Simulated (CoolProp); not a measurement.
R245fa at several states: density (kg/m³) from the reference equation and from simpler models built on Tc = 427.0 K, pc = 3651 kPa, ω = 0.378; each cubic takes its own stable root.

Model: reference Helmholtz-energy equation of state, Akasaka 2015, in CoolProp.

```csv
T (K),p (kPa),phase,reference,van der Waals,Redlich-Kwong,Soave-Redlich-Kwong,Peng-Robinson
176.4,260,liquid,1632,946.0,1409,1443,1618
417.5,21200,liquid,1109,[?],1022,1028,1146
274.5,424,liquid,1401,[?],1208,[?],1437
434.1,268,gas,10.19,10.17,10.20,10.20,10.23
430.6,14800,supercritical,1022,732.7,925.5,922.8,1027
```

**Question.** Complete the blanks.

**Answer.** 
- 417.5, van der Waals: 788.2
- 274.5, van der Waals: 27.88
- 274.5, Soave-Redlich-Kwong: 1273

At some of these states van der Waals gives the other phase, because its saturation line lies elsewhere.
